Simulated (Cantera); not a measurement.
A Cantera script and what it prints.

```python
import numpy as np
import cantera as ct

gas_names = [...]  # 113 gases of nasa_gas.yaml made of C, H, O, Pb
cond_names = """
    C(gr) C6H6(L) C7H8(L) C8H18(L),n-octa H2O(s) H2O(L) Pb(cr) Pb(L) PbO(rd) PbO(yw) PbO(L) PbO2(s)
    Pb3O4(s)
""".split()


# ... load() reads the species with a 1 bar reference pressure and builds the phases ...
atoms = {
    'PbO': {'Pb': 1, 'O': 1},
    'C': {'C': 1},
    'H2': {'H': 2},
}
top_T = {'C(gr)': 4500, 'Pb3O4(s)': 820}  # K; cautious upper limits of use, not melting points


# ... equilibrate(T, P, feed) seeds the gas with the atoms and calls Mixture.equilibrate('TP', solver="vcs", rtol=1e-11, max_steps=5000) ...
results = []
T = 2123  # K
P = 29  # Pa
for m in [0.89, 1.2, 1.5, 1.8, 2.2, 2.5, 2.8, 3.1, 3.4, 3.7, 4, 4.4, 4.7]:
    feed = {'PbO': 1, 'C': m, 'H2': 0.28}  # mol
    mix = equilibrate(T, P, feed)
    results.append((T, P, feed, dict(zip(mix.species_names, mix.species_moles))))

top = {s: max(r[3][s] / sum(r[3][g] for g in gas_names) for r in results) for s in gas_names}
cols = sorted((s for s in top if top[s] > 1e-05), key=lambda s: -top[s])[:7]
seen = [c for c in cond_names if any(r[3].get(c, 0) > 1e-12 for r in results)]
print("log10 of partial pressures in bar; condensed amounts in mol")
print(f"{'n(C)':>10s}" + "".join(f"{s[:9]:>10s}" for s in cols + seen))
for T, P, feed, n in results:
    ng = sum(n[g] for g in gas_names)
    print(f"{feed['C']:10.4g}" + "".join(f"{np.log10(max(n[s] / ng * P / 1e5, 1e-99)):10.3f}" for s in cols)
          + "".join(f"{n.get(c, 0):10.4g}" for c in seen))
```

Output:

```
log10 of partial pressures in bar; condensed amounts in mol
      n(C)        Pb        CO        H2         H       CO2       H2O        OH     C(gr)
      0.89    -3.889    -3.964    -4.672    -4.781    -5.186    -5.193    -6.210         0
       1.2    -3.909    -3.909    -4.595    -4.743   -12.650   -12.635   -13.691    0.1993
       1.5    -3.909    -3.909    -4.595    -4.743   -12.650   -12.635   -13.691    0.4993
       1.8    -3.909    -3.909    -4.595    -4.743   -12.650   -12.635   -13.691    0.7993
       2.2    -3.909    -3.909    -4.595    -4.743   -12.650   -12.635   -13.691     1.199
       2.5    -3.909    -3.909    -4.595    -4.743   -12.650   -12.635   -13.691     1.499
       2.8    -3.909    -3.909    -4.595    -4.743   -12.650   -12.635   -13.691     1.799
       3.1    -3.909    -3.909    -4.595    -4.743   -12.650   -12.635   -13.691     2.099
       3.4    -3.909    -3.909    -4.595    -4.743   -12.650   -12.635   -13.691     2.399
       3.7    -3.909    -3.909    -4.595    -4.743   -12.650   -12.635   -13.691     2.699
         4    -3.909    -3.909    -4.595    -4.743   -12.650   -12.635   -13.691     2.999
       4.4    -3.909    -3.909    -4.595    -4.743   -12.650   -12.635   -13.691     3.399
       4.7    -3.909    -3.909    -4.595    -4.743   -12.650   -12.635   -13.691     3.699
```

Cantera equilibrium calculation (NASA polynomials, part measured and part estimated; ideal gas, pure solids and liquids).
